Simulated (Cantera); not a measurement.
Charge: 1 mol B2H6, 29 mol H2, held at 1998.15 K and 15.0 mbar.

Equilibrium computed with Cantera from the NASA thermochemical tables; the gas is ideal and each condensed phase is pure. Candidate condensed phases: B; 7 gas species. The feed counts by its element totals alone. The tables' values for BH2 are old estimates; treat these amounts as uncertain. Kinetics and transport are ignored.

Base state: H2 0.987, H 0.0130, BH2 0.000457 (mole fractions); condensed: B(s).

Task: What changes in the equilibrium state with this change: pressure from 15.0 mbar to 1.90 mbar?

Result: 
```csv
species,before,after
H2,0.987,0.963
H,0.0130,0.0362
BH2,0.000457,0.000446
B,8.62e-6,6.80e-5
"B(s), mol",1.98,1.98
```

Task: What changes in the equilibrium state with this change: temperature from 1998.15 K to 1173.15 K?

Result: 
| species | before | after |
|---|---|---|
| H2 | 0.987 | 1.000 |
| H | 0.0130 | 9.65e-7 |
| BH2 | 0.000457 | 1.29e-7 |
| B(s), mol | 1.98 | 2.00 |
